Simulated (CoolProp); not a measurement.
Saturated liquid density (kg/m³) of carbon monoxide: the reference equation beside estimates from Tc = 132.9 K, pc = 34.98 bar, ω = 0.050.

Computed with CoolProp (reference Helmholtz-energy equation of state, Lemmon 2006). It is a short technical equation, of lower accuracy than the large ones.

```json
[
 {"T (K)": "87.9", "reference": "765.1", "van der Waals": "522.7", "Redlich-Kwong": "762.9", "Soave-Redlich-Kwong": "760.2"},
 {"T (K)": "91.5", "reference": "748.2", "van der Waals": "511.2", "Redlich-Kwong": "742.8", "Soave-Redlich-Kwong": "740.9"},
 {"T (K)": "95.2", "reference": "(withheld)", "van der Waals": "498.9", "Redlich-Kwong": "720.8", "Soave-Redlich-Kwong": "719.9"},
 {"T (K)": "98.8", "reference": "(withheld)", "van der Waals": "486.2", "Redlich-Kwong": "698.1", "Soave-Redlich-Kwong": "698.1"},
 {"T (K)": "102.5", "reference": "691.8", "van der Waals": "472.3", "Redlich-Kwong": "673.3", "Soave-Redlich-Kwong": "674.0"},
 {"T (K)": "106.1", "reference": "671.3", "van der Waals": "457.9", "Redlich-Kwong": "647.4", "Soave-Redlich-Kwong": "648.9"},
 {"T (K)": "109.8", "reference": "648.7", "van der Waals": "442.0", "Redlich-Kwong": "618.7", "Soave-Redlich-Kwong": "620.8"},
 {"T (K)": "113.4", "reference": "624.9", "van der Waals": "425.2", "Redlich-Kwong": "588.4", "Soave-Redlich-Kwong": "591.0"},
 {"T (K)": "117", "reference": "598.8", "van der Waals": "406.6", "Redlich-Kwong": "555.0", "Soave-Redlich-Kwong": "558.0"},
 {"T (K)": "120.7", "reference": "568.5", "van der Waals": "385.2", "Redlich-Kwong": "(withheld)", "Soave-Redlich-Kwong": "519.9"},
 {"T (K)": "124.3", "reference": "534.1", "van der Waals": "360.8", "Redlich-Kwong": "473.6", "Soave-Redlich-Kwong": "476.7"}
]
```

Q: Complete the blanks.

A: 
- 95.2, reference: 730.1
- 98.8, reference: 711.7
- 120.7, Redlich-Kwong: 516.7

Absolute difference from the reference over all 11 rows, mean and median: van der Waals 31.9 and 31.8 %, Redlich-Kwong 4.4 and 3.6 %, Soave-Redlich-Kwong 4.2 and 3.3 %.
